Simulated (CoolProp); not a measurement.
Saturated liquid density (kg/m³) of C3F8 (R218): the reference equation beside estimates from Tc = 345.0 K, pc = 26.40 bar, ω = 0.317. Rackett uses Z = 0.29056 − 0.08775 ω.

Model: reference Helmholtz-energy equation of state, Lemmon 2006, in CoolProp. It is a short technical equation, of lower accuracy than the large ones.

| T (K) | reference | Rackett | van der Waals | Redlich-Kwong | Peng-Robinson |
|---|---|---|---|---|---|
| 216.6 | 1686 | 1804 | 1046 | 1534 | 1807 |
| 234 | 1621 | 1732 | 1006 | 1464 | 1738 |
| 251.4 | 1551 | 1654 | 962.4 | 1387 | 1657 |
| 268.7 | 1475 | 1570 | 914.1 | 1300 | 1564 |
| 286.1 | 1390 | 1476 | 859.1 | 1201 | 1451 |
| 303.5 | 1291 | 1367 | 794.6 | 1085 | 1312 |
| 320.8 | 1165 | 1231 | 714.8 | 943.1 | 1132 |
| 338.2 | 959.6 | 1018 | 594.2 | 734.8 | 854.3 |

Absolute difference from the reference over all 8 rows, mean and median: Rackett 6.3 and 6.3 %, van der Waals 38.2 and 38.1 %, Redlich-Kwong 14.1 and 12.7 %, Peng-Robinson 5.9 and 6.4 %.
